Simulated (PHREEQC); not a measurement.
Make-up at 20 °C: 0.002 mol HCl, 0.0015 mol CuSO4 and 0.0092 mol MgSO4 per kg of water. Closed to the air; pH follows from the charge balance.

Computed with PHREEQC (ion-association model, phreeqc.dat).

No solid was allowed to form.

Problem. Estimate the pH.

Solution. pH 2.88.

Problem. In which forms is Cu present?

Solution. Cu+2 72 %, CuSO4 28 % of the Cu.
